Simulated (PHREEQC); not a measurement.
Consider water at 25 °C with 0.066 mol HF, 0.0013 mol KF and 0.00091 mol H2SiF6 per kg of water. Closed to the air; pH follows from the charge balance.

Computed with PHREEQC (ion-association model, wateq4f.dat).

```json
{
  "pH": "2.19",
  "ionic_strength": "0.00924 mol/kgw",
  "total_alkalinity": "-71.5 meq/kg"
}
```

```tsv
species	molality	activity	log γ
HF	0.0478	0.0479	0.001
H+	0.00703	0.00644	-0.038
H2F2	0.00598	0.00599	0.001
F-	0.00550	0.00497	-0.044
K+	0.00130	0.00118	-0.044
HF2-	0.00101	0.000913	-0.044
```

No solid was allowed to form. wateq4f.dat counts part of the HF as a dimer, H2F2, which phreeqc.dat doesn't know; its constant is uncertain. SiF6-2 is the database's only silicon fluoride.
